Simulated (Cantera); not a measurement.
An isothermal, constant-pressure homogeneous reactor starts with H2 : O2 = 0.13 : 1 (molar parts), equivalence ratio 0.065, at 1025 K and 0.0109 atm.

Computed with Cantera and the H2/O2 subset of GRI-Mech 3.0, which has no nitrogen chemistry. Radical loss at walls, strong at low pressure, is not modelled. The temperature is held fixed by assumption; the heat of reaction is taken as removed at once.

x: mole fraction; the columns are a selection and need not sum to one.

```csv
t (s),x H2,x O2,x H2O2,x OH,x H2O,x O,x H
2.00e-5,0.115,0.885,<1e-12,1.84e-12,<1e-12,2.01e-12,3.00e-11
6.91e-5,0.115,0.885,<1e-12,1.63e-11,8.71e-12,2.13e-11,9.69e-11
0.000239,0.115,0.885,<1e-12,1.20e-10,2.28e-10,2.19e-10,3.85e-10
0.000825,0.115,0.885,<1e-12,?,?,?,?
0.00285,0.115,0.885,2.00e-10,1.66e-5,8.00e-5,3.64e-5,4.29e-5
0.00985,?,0.837,?,?,?,?,?
0.0340,0.000747,0.870,1.97e-7,0.00147,0.119,0.00697,0.00237
0.118,5.75e-5,0.877,1.49e-7,0.000386,0.122,0.000542,4.80e-5
0.406,4.39e-6,0.878,6.26e-8,0.000112,0.122,4.50e-5,1.15e-6
1.40,5.20e-7,0.878,2.17e-8,4.07e-5,0.122,5.93e-6,5.53e-8
4.85,9.05e-8,0.878,7.32e-9,1.76e-5,0.122,1.11e-6,4.48e-9
16.8,1.98e-8,0.878,2.40e-9,8.40e-6,0.122,2.54e-7,4.87e-10
57.9,4.92e-9,0.878,7.56e-10,4.23e-6,0.122,6.44e-8,6.23e-11
200,1.32e-9,0.878,2.34e-10,2.20e-6,0.122,1.75e-8,8.82e-12
```

Question: Complete the blanks.

Answer: 
- 0.000825, x OH: 2.44e-9
- 0.000825, x H2O: 1.05e-8
- 0.000825, x O: 5.31e-9
- 0.000825, x H: 6.39e-9
- 0.00985, x H2: 0.00334
- 0.00985, x H2O2: 1.55e-7
- 0.00985, x OH: 0.00328
- 0.00985, x H2O: 0.100
- 0.00985, x O: 0.0310
- 0.00985, x H: 0.0246
